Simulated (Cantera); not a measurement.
Input (Python, Cantera) and output of one run.

```python
import numpy as np
import cantera as ct

gas_names = """
    CO2 TaO2 CO
""".split()
cond_names = """
    TaC(s) TaC(L) Ta2O5(s) Ta2O5(L) Ta(cr) Ta(L) C(gr)
""".split()


# ... load() reads the species with a 1 bar reference pressure and builds the phases ...
species = {s.name: s for s in load("nasa_gas.yaml", gas_names) + load("nasa_condensed.yaml", cond_names)}
# Each term lists the table entries of one substance; the one whose range holds T is used.
reactions = {
    '5 TaC + 2 Ta2O5 = 5 CO2(g) + 9 Ta':
        [(-5, ['TaC(s)', 'TaC(L)']), (-2, ['Ta2O5(s)', 'Ta2O5(L)']), (5, ['CO2']), (9, ['Ta(cr)', 'Ta(L)'])],
    '2 TaO2(g) + CO(g) = Ta2O5 + C':
        [(-2, ['TaO2']), (-1, ['CO']), (1, ['Ta2O5(s)', 'Ta2O5(L)']), (1, ['C(gr)'])],
    'TaO2(g) + 2 C = Ta + 2 CO(g)':
        [(-1, ['TaO2']), (-2, ['C(gr)']), (1, ['Ta(cr)', 'Ta(L)']), (2, ['CO'])],
}


def pick(names, T):
    return next(species[n] for n in names if species[n].thermo.min_temp <= T <= species[n].thermo.max_temp)


results = []
for label, terms in reactions.items():
    print(label)
    print("     T/K   dH/kJ  dS/(J/K)   dG/kJ   log10 K")
    for T in [300, 748, 848, 948, 1048, 1148, 1248, 1348]:
        used = [(nu, pick(names, T)) for nu, names in terms]
        dH = sum(nu * s.thermo.h(T) for nu, s in used) / 1e6
        dS = sum(nu * s.thermo.s(T) for nu, s in used) / 1e3
        dG = dH - T * dS / 1e3
        logK = -dG * 1e6 / (ct.gas_constant * T * np.log(10))
        results.append((label, T, dH, dS, dG, logK, [s.name for _, s in used]))
        print(f"{T:8g} {dH:8.1f} {dS:8.1f} {dG:8.1f} {logK:8.2f}")
```

Result:

```
5 TaC + 2 Ta2O5 = 5 CO2(g) + 9 Ta
     T/K   dH/kJ  dS/(J/K)   dG/kJ   log10 K
     300   2844.9    943.7   2561.8  -446.03
     748   2811.6    879.2   2153.9  -150.41
     848   2802.5    867.8   2066.6  -127.30
     948   2793.1    857.3   1980.4  -109.12
    1048   2783.4    847.6   1895.1   -94.46
    1148   2773.4    838.5   1810.8   -82.39
    1248   2763.3    830.0   1727.4   -72.30
    1348   2753.0    822.1   1644.8   -63.73
2 TaO2(g) + CO(g) = Ta2O5 + C
     T/K   dH/kJ  dS/(J/K)   dG/kJ   log10 K
     300  -1533.7   -609.1  -1351.0   235.23
     748  -1515.2   -573.1  -1086.5    75.87
     848  -1509.8   -566.3  -1029.6    63.42
     948  -1504.1   -560.0   -973.2    53.62
    1048  -1498.2   -554.0   -917.5    45.73
    1148  -1492.0   -548.5   -862.4    39.24
    1248  -1485.8   -543.2   -807.8    33.81
    1348  -1479.3   -538.2   -753.8    29.21
TaO2(g) + 2 C = Ta + 2 CO(g)
     T/K   dH/kJ  dS/(J/K)   dG/kJ   log10 K
     300    -20.2    145.2    -63.7    11.10
     748    -17.2    153.1   -131.7     9.20
     848    -17.4    152.8   -147.0     9.05
     948    -17.8    152.3   -162.2     8.94
    1048    -18.3    151.9   -177.4     8.84
    1148    -18.8    151.4   -192.6     8.76
    1248    -19.3    151.0   -207.7     8.69
    1348    -19.8    150.6   -222.8     8.63
```

Standard-state values (1 bar) from the NASA 1993 polynomials, evaluated with Cantera. TaC: taken at fixed stoichiometry. Condensed species are held in their standard states even where they would react or evaporate.
